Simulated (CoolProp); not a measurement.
n-perfluorohexane at 293.15 K and 0.00545 MPa is compressed adiabatically to 0.0328 MPa with isentropic efficiency 0.6. Each further row changes one setting.

Model: reference Helmholtz-energy equation of state, Gao 2022, in CoolProp.

```csv
case,work (kJ/kg),final temperature (K),final density (kg/m³)
as stated,21.9,…,…
efficiency 1,…,309.8,…
efficiency 0.65,…,…,…
```

Complete the blanks.


- as stated, final temperature (K): 320.2
- as stated, final density (kg/m³): 4.26
- efficiency 1, work (kJ/kg): 13.1
- efficiency 1, final density (kg/m³): 4.41
- efficiency 0.65, work (kJ/kg): 20.2
- efficiency 0.65, final temperature (K): 318.2
- efficiency 0.65, final density (kg/m³): 4.29
